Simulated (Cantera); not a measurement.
Charge: 1 mol V2O3, 270 mol H2, 19 mol N2, equilibrated at 1548 K and 1 atm.

Cantera equilibrium calculation (NASA polynomials, part measured and part estimated; ideal gas, pure solids and liquids). Candidate condensed phases: H2O, V, VN, VO, V2O3, V2O4, V2O5; 28 gas species. Mutual solubility and eutectic melting of coexisting phases are not modelled. VN, VO: taken at fixed stoichiometry. Condensed phases not in the tables: solid solutions among these carbides, nitrides and lower oxides, V2N. Equilibrium is a limit: real reactors are often held back by kinetics, nucleation or transport.

Base state: H2 0.930, N2 0.0655, H2O 0.00406, H 2.95e-5, NH3 1.25e-5 (mole fractions); condensed: VN(s) + VO(s).

**Question.** What changes in the equilibrium state with this change: pressure from 1 atm to 0.0850 bar?

**Answer.** 
| species | before | after |
|---|---|---|
| H2 | 0.930 | 0.931 |
| N2 | 0.0655 | 0.0657 |
| H2O | 0.00406 | 0.00346 |
| NH3 | 1.25e-5 | 1.05e-6 |
| H | 2.95e-5 | 0.000102 |
| VN(s), mol | 0.174 | 0 |
| VO(s), mol | 1.83 | 2.00 |
VO: taken at fixed stoichiometry.

**Question.** What changes in the equilibrium state with this change: temperature from 1548 K to 975 K?

**Answer.** 
```json
[
 {"species": "H2", "before": "0.930", "after": "0.932"},
 {"species": "N2", "before": "0.0655", "after": "0.0648"},
 {"species": "H2O", "before": "0.00406", "after": "0.00280"},
 {"species": "H", "before": "2.95e-5", "after": "1.10e-9"},
 {"species": "NH3", "before": "1.25e-5", "after": "0.000160"},
 {"species": "VN(s), mol", "before": "0.174", "after": "0.540"},
 {"species": "VO(s), mol", "before": "1.83", "after": "0"},
 {"species": "V2O3(s), mol", "before": "0", "after": "0.730"}
]
```
VN: taken at fixed stoichiometry. Condensed phases not in the tables: the oxides between V2O3 and V2O5 other than VO2, V2N.
